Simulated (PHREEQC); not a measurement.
A PHREEQC speciation (ion-association model, phreeqc.dat) at 20 °C gives pH 5.56 and these molalities:

| species | mol/kgw |
|---|---|
| NO3- | 0.292 |
| Cd+2 | 0.132 |
| CdNO3+ | 0.0279 |

**Question.** What are the element totals, and what could have been dissolved in 1 kg of water to give them?

**Answer.** This is not unique; one that fits is totals Cd 0.160, N(5) 0.320 mol/kgw, from 160 mmol/kgw Cd(NO3)2.

No solid was allowed to form. Species that the database lacks are ignored.
